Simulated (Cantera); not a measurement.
A freely propagating, adiabatic, planar premixed flame of 48.1 % H2, 10.9 % O2, 41.1 % N2, unburnt at 423 K and 9.20 bar; mixture-averaged transport, grid criteria slope 0.08 and curve 0.16, no radiation.

Cantera simulation using the H2/O2 subset of GRI-Mech 3.0, which has no nitrogen chemistry; the numbers are that mechanism's predictions, not measurements. The hydrogen kinetics of GRI-Mech 3.0 are dated; newer H2 mechanisms differ, most at raised pressure. Burning velocities carry a grid error of a few per cent, more on coarse grids.

x: mole fraction of selected species; z is measured from the peak of heat release.

```csv
z (mm),T (K),u (m/s),x H2,x O2,x O,x OH,x H2O,x H2O2
-0.0767,423,4.08,0.481,0.109,<1e-8,<1e-8,5.82e-8,<1e-8
-0.0511,423,4.09,0.481,0.109,<1e-8,<1e-8,6.66e-7,<1e-8
-0.0384,424,4.09,0.480,0.109,<1e-8,<1e-8,7.16e-6,4.91e-8
-0.0256,432,4.15,0.477,0.109,1.20e-7,<1e-8,0.000117,9.97e-7
-0.0128,566,5.25,0.454,0.111,9.23e-6,4.03e-5,0.00671,6.25e-5
-0.00639,___,8.17,___,___,___,___,___,___
0,1305,11.5,0.363,0.0712,0.000696,0.00115,0.104,5.60e-5
0.00639,1579,13.8,0.319,0.0392,0.00102,0.00176,0.165,7.94e-6
0.0128,1732,15.1,0.292,0.0179,0.000762,0.00204,0.205,2.89e-6
0.0256,1862,16.2,0.277,0.00334,0.000282,0.00204,0.233,1.03e-6
0.0511,1949,16.9,0.278,0.000253,0.000107,0.00172,0.241,3.09e-7
0.102,2014,17.4,0.282,2.22e-5,4.37e-5,0.00122,0.243,1.22e-7
0.205,2058,17.7,0.286,___,___,___,0.244,___
```

### Question
What belongs in the gaps?

### Answer

- -0.00639, T (K): 911
- -0.00639, x H2: 0.414
- -0.00639, x O2: 0.0991
- -0.00639, x O: 0.000156
- -0.00639, x OH: 0.000659
- -0.00639, x H2O: 0.0417
- -0.00639, x H2O2: 0.000135
- 0.205, x O2: 6.42e-6
- 0.205, x O: 1.49e-5
- 0.205, x OH: 0.000747
- 0.205, x H2O2: 4.81e-8
